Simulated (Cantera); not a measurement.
A perfectly stirred reactor is fed with H2 : O2 : N2 = 1 : 0.312 : 1.17 (molar parts), at 500000 Pa; it is adiabatic with a 750 K inlet, and is followed from long to short residence time, starting on the burning branch (τ in s: 0.47, 0.17, 0.065, 0.024, 0.0089, 0.0033, 0.0012, 0.00045, 0.00017, 6.2e-05, 2.3e-05).

Model: the H2/O2 subset of GRI-Mech 3.0, which has no nitrogen chemistry, integrated in Cantera. The hydrogen kinetics of GRI-Mech 3.0 are dated; newer H2 mechanisms differ, most at raised pressure.

**Question.** Predict: blow-out, bracketed by the residence times tried; x(H2) at τ = 0.470 s; x(O2) at τ = 0.470 s; x(H2O2) at τ = 0.470 s; x(OH) at τ = 0.470 s; x(HO2) at τ = 0.470 s; x(H2) at τ = 3.30 ms; x(O2) at τ = 3.30 ms; x(H2O2) at τ = 3.30 ms; x(OH) at τ = 3.30 ms; x(HO2) at τ = 3.30 ms.

**Answer.** 
| Quantity | Value |
|---|---|
| blow-out, bracketed by the residence times tried | burning at 23.0 µs, the shortest tried |
| x(H2) at τ = 0.470 s | 0.171 |
| x(O2) at τ = 0.470 s | 3.19e-5 |
| x(H2O2) at τ = 0.470 s | 2.79e-8 |
| x(OH) at τ = 0.470 s | 0.00210 |
| x(HO2) at τ = 0.470 s | 5.55e-8 |
| x(H2) at τ = 3.30 ms | 0.170 |
| x(O2) at τ = 3.30 ms | 0.000100 |
| x(H2O2) at τ = 3.30 ms | 4.72e-8 |
| x(OH) at τ = 3.30 ms | 0.00257 |
| x(HO2) at τ = 3.30 ms | 1.27e-7 |
